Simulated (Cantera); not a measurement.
Feed: 1 mol Si, 0.016 mol N₂O, 3.6 mol N₂, at 0.00240 bar.

Cantera equilibrium calculation (NASA polynomials, part measured and part estimated; ideal gas, pure solids and liquids). Candidate condensed phases: Si, SiO₂, Si₂N₂O, Si₃N₄; 16 gas species. The tables' values for SiN are old estimates; treat these amounts as uncertain. Kinetics and transport are ignored.

x: gas mole fraction; n: condensed amount in mol.

| T (K) | x N₂ | x Si | x SiO | x Si₂ | n Si₃N₄(s) | n Si(l) |
|---|---|---|---|---|---|---|
| 1673 | 0.995 | 9.72e-5 | 0.00538 | (withheld) | 0.328 | 0 |
| 1723 | 0.994 | 0.000407 | 0.00537 | (withheld) | 0.328 | 0 |
| 1773 | 0.995 | 0.000888 | 0.00440 | (withheld) | 0 | 0.980 |
| 1823 | 0.994 | 0.00184 | 0.00440 | (withheld) | 0 | 0.977 |
| 1873 | 0.992 | 0.00367 | 0.00439 | (withheld) | 0 | 0.969 |
| 1923 | 0.988 | 0.00707 | 0.00437 | (withheld) | 0 | 0.956 |
| 1973 | 0.982 | 0.0131 | 0.00435 | (withheld) | 0 | 0.932 |
| 2023 | 0.971 | 0.0237 | 0.00430 | (withheld) | 0 | 0.889 |
| 2073 | 0.953 | 0.0415 | 0.00422 | (withheld) | 0 | 0.816 |
| 2123 | 0.922 | 0.0708 | 0.00408 | (withheld) | 0 | 0.688 |

### Question
Fill in the missing entries.

### Answer

- 1673, x Si₂: 2.09e-7
- 1723, x Si₂: 1.92e-6
- 1773, x Si₂: 4.94e-6
- 1823, x Si₂: 1.19e-5
- 1873, x Si₂: 2.74e-5
- 1923, x Si₂: 6.04e-5
- 1973, x Si₂: 0.000128
- 2023, x Si₂: 0.000260
- 2073, x Si₂: 0.000510
- 2123, x Si₂: 0.000970
